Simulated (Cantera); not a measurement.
Mixture: CH₄ : C₂H₆ : O₂ : N₂ = 1 : 0.23 : 1.34 : 5.02 (molar parts), at 19500 Torr, adiabatic and at constant volume. Ignition delay is the time to a rise of 400 K.

Model: GRI-Mech 3.0 (53 species, 325 reactions), integrated in Cantera. The pressure lies above the range GRI-Mech 3.0 was tuned for (to about 10 atm).

Task: Predict: delay at 1200 K; delay at 1400 K; delay at 1600 K; delay at 1800 K; delay at 2000 K; apparent activation energy between 1900 and 2100 K.

Result: 
```json
{
  "delay at 1200 K": "0.299 ms",
  "delay at 1400 K": "34.2 µs",
  "delay at 1600 K": "7.55 µs",
  "delay at 1800 K": "2.19 µs",
  "delay at 2000 K": "0.816 µs",
  "apparent activation energy between 1900 and 2100 K": "140 kJ/mol"
}
```
